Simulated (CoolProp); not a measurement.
Properties of CH3F (R41) along the isobar 0.25 MPa.

Computed with CoolProp (reference Helmholtz-energy equation of state, Lemmon 2006). It is a short technical equation, of lower accuracy than the large ones.

```json
[
 {"T (K)": "270.8", "phase": "gas", "Z": "0.9711", "cp (kJ/(kg K))": "1.133", "speed of sound (m/s)": "288.0", "isothermal compressibility (1/MPa)": "4.122"},
 {"T (K)": "282.7", "phase": "gas", "Z": "0.9751", "cp (kJ/(kg K))": "1.134", "speed of sound (m/s)": "294.4", "isothermal compressibility (1/MPa)": "4.104"},
 {"T (K)": "294.6", "phase": "gas", "Z": "0.9784", "cp (kJ/(kg K))": "1.142", "speed of sound (m/s)": "300.4", "isothermal compressibility (1/MPa)": "4.089"},
 {"T (K)": "306.4", "phase": "gas", "Z": "0.9811", "cp (kJ/(kg K))": "1.153", "speed of sound (m/s)": "306.1", "isothermal compressibility (1/MPa)": "4.078"},
 {"T (K)": "318.3", "phase": "gas", "Z": "0.9834", "cp (kJ/(kg K))": "1.167", "speed of sound (m/s)": "311.7", "isothermal compressibility (1/MPa)": "4.068"},
 {"T (K)": "330.1", "phase": "gas", "Z": "0.9853", "cp (kJ/(kg K))": "1.184", "speed of sound (m/s)": "317.0", "isothermal compressibility (1/MPa)": "4.060"},
 {"T (K)": "342", "phase": "gas", "Z": "0.9869", "cp (kJ/(kg K))": "1.203", "speed of sound (m/s)": "322.1", "isothermal compressibility (1/MPa)": "4.053"},
 {"T (K)": "353.8", "phase": "gas", "Z": "0.9883", "cp (kJ/(kg K))": "1.223", "speed of sound (m/s)": "327.1", "isothermal compressibility (1/MPa)": "4.047"},
 {"T (K)": "365.7", "phase": "gas", "Z": "0.9895", "cp (kJ/(kg K))": "1.244", "speed of sound (m/s)": "332.0", "isothermal compressibility (1/MPa)": "4.042"},
 {"T (K)": "377.6", "phase": "gas", "Z": "0.9906", "cp (kJ/(kg K))": "1.267", "speed of sound (m/s)": "336.7", "isothermal compressibility (1/MPa)": "4.038"},
 {"T (K)": "389.4", "phase": "gas", "Z": "0.9915", "cp (kJ/(kg K))": "1.290", "speed of sound (m/s)": "341.3", "isothermal compressibility (1/MPa)": "4.034"},
 {"T (K)": "401.3", "phase": "gas", "Z": "0.9924", "cp (kJ/(kg K))": "1.313", "speed of sound (m/s)": "345.9", "isothermal compressibility (1/MPa)": "4.031"},
 {"T (K)": "413.1", "phase": "gas", "Z": "0.9931", "cp (kJ/(kg K))": "1.337", "speed of sound (m/s)": "350.3", "isothermal compressibility (1/MPa)": "4.028"},
 {"T (K)": "425", "phase": "gas", "Z": "0.9938", "cp (kJ/(kg K))": "1.361", "speed of sound (m/s)": "354.7", "isothermal compressibility (1/MPa)": "4.025"}
]
```
